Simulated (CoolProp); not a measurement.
Properties of fluorine along the isotherm 239 K.

Computed with CoolProp (reference Helmholtz-energy equation of state, de Reuck 1990).

```csv
p (bar),phase,speed of sound (m/s),isothermal compressibility (1/MPa)
2.18,gas,268.4,4.599
4.37,gas,268.2,2.300
6.55,gas,268.0,1.538
8.73,gas,267.8,1.157
10.9,gas,267.6,0.9293
13.1,gas,267.4,0.7752
15.3,gas,267.2,0.6655
17.5,gas,267.1,0.5833
19.6,gas,266.9,0.5221
21.8,gas,266.8,0.4706
24,gas,266.6,0.4285
26.2,gas,266.5,0.3934
```
